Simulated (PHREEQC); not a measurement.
# Nickel, zinc or cadmium bath: speciation

Solution (25 °C and 100 atm): 13 mmol/kgw ZnSO4 and 1.6 mmol/kgw KCl. Closed to the air; pH follows from the charge balance.

Equilibrium calculation in PHREEQC: ion-association model, phreeqc.dat.

```
Item                          Result
--------------------  --------------
pH                              5.71
ionic strength        0.0367 mol/kgw
specific conductance      2010 µS/cm
```

| species | molality | activity | log γ |
|---|---|---|---|
| Zn+2 | 0.00878 | 0.00444 | -0.296 |
| SO4-2 | 0.00843 | 0.00425 | -0.297 |
| ZnSO4 | 0.00387 | 0.00390 | 0.004 |
| Cl- | 0.00158 | 0.00132 | -0.079 |
| K+ | 0.00156 | 0.00130 | -0.079 |
| Zn(SO4)2-2 | 0.000331 | 0.000164 | -0.304 |
| KSO4- | 4.40e-5 | 3.72e-5 | -0.073 |
| ZnCl+ | 1.95e-5 | 1.63e-5 | -0.078 |
| ZnOH+ | 2.94e-6 | 2.47e-6 | -0.076 |

This is a speciation only: nothing precipitates in the calculation. Under pressure, the constants of complexes without a molar volume in the database are unreliable.
